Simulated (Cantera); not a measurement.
Feed: 1 mol B2O3, 1.2 mol NH3, 1.4 mol H2, at 0.495 Torr.

Cantera equilibrium calculation (NASA polynomials, part measured and part estimated; ideal gas, pure solids and liquids). Candidate condensed phases: B, BN, B2O3, B3O3H3, H2O; 39 gas species. Rates play no part. All values below are at 1850 °C.

Base state: H2 0.486, N2 0.114, H 0.0974, HBO2 0.0900, B2O3 0.0846, BO 0.0786, HBO 0.0302, H2O 0.0120 (mole fractions); condensed: gas only.

Question: What changes in the equilibrium state with this change: B2O3 replaced by B2H6?

Answer: 
```tsv
species	before	after
H2	0.486	0.791
H	0.0974	0.124
N2	0.114	0.0826
HBO2	0.0900	0
B2O3	0.0846	0
BO	0.0786	0
HBO	0.0302	0
H2O	0.0120	0
B	8.64e-8	0.00139
B2O2	0.00431	0
BO2	0.00269	0
OH	0.000298	0
B(s), mol	0	1.98
```
The feed counts by its element totals alone. The tables' values for BH2 are old estimates; treat these amounts as uncertain.
